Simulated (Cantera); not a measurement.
A Cantera script and what it prints.

```python
import numpy as np
import cantera as ct

gas_names = """
    Fe FeO N NO NO2 NO3 N2 N2O O O2 O3 S SN SO SO2 SO3 S2 S2O S8
""".split()
cond_names = """
    Fe(a) Fe(c) Fe(d) Fe(L) FeO(s) FeO(L) FeS(a) FeS(b) FeS(c) FeS(L) FeSO4(s) FeS2(s) Fe2O3(s)
    Fe2S3O12(s) Fe3O4(s) S(cr1) S(cr2) S(L)
""".split()


# ... load() reads the species with a 1 bar reference pressure and builds the phases ...
atoms = {
    'Fe2O3': {'Fe': 2, 'O': 3},
    'SO2': {'S': 1, 'O': 2},
    'N2': {'N': 2},
    'SO3': {'S': 1, 'O': 3},
}
top_T = {'FeSO4(s)': 950, 'FeS2(s)': 1010, 'Fe2O3(s)': 1830, 'Fe2S3O12(s)': 1100, 'Fe3O4(s)': 1870}  # K; cautious upper limits of use, not melting points


# ... equilibrate(T, P, feed) seeds the gas with the atoms and calls Mixture.equilibrate('TP', solver="vcs", rtol=1e-11, max_steps=5000) ...
results = []
T = 825  # K
P = 66000  # Pa
for m in [0.17, 0.25, 0.37, 0.56, 0.83, 1.2, 1.9]:
    feed = {'Fe2O3': 1, 'SO2': m, 'N2': 0.75, 'SO3': 1.1}  # mol
    mix = equilibrate(T, P, feed)
    results.append((T, P, feed, dict(zip(mix.species_names, mix.species_moles))))

top = {s: max(r[3][s] / sum(r[3][g] for g in gas_names) for r in results) for s in gas_names}
cols = sorted((s for s in top if top[s] > 0.0001), key=lambda s: -top[s])[:8]
seen = [c for c in cond_names if any(r[3].get(c, 0) > 1e-12 for r in results)]
print("log10 of partial pressures in bar; condensed amounts in mol")
print(f"{'n(SO2)':>10s}" + "".join(f"{s[:9]:>10s}" for s in cols + seen))
for T, P, feed, n in results:
    ng = sum(n[g] for g in gas_names)
    print(f"{feed['SO2']:10.4g}" + "".join(f"{np.log10(max(n[s] / ng * P / 1e5, 1e-99)):10.3f}" for s in cols)
          + "".join(f"{n.get(c, 0):10.4g}" for c in seen))
```

It prints:

```
log10 of partial pressures in bar; condensed amounts in mol
    n(SO2)        N2       SO2       SO3  FeSO4(s)  Fe2O3(s) Fe2S3O12(
      0.17    -0.271    -0.916    -2.556         0    0.6346    0.3654
      0.25    -0.273    -0.905    -2.556    0.1497    0.5847    0.3404
      0.37    -0.273    -0.905    -2.556    0.3897    0.5047    0.3004
      0.56    -0.273    -0.905    -2.556    0.7697    0.3781    0.2371
      0.83    -0.273    -0.905    -2.556      1.31    0.1981    0.1471
       1.2    -0.306    -0.788    -2.498     1.905         0   0.04758
       1.9    -0.537    -0.438    -2.322     1.912         0   0.04385
```

These are equilibrium values from Cantera (NASA tables, ideal gas, pure condensed phases), not measurements of a reactor.
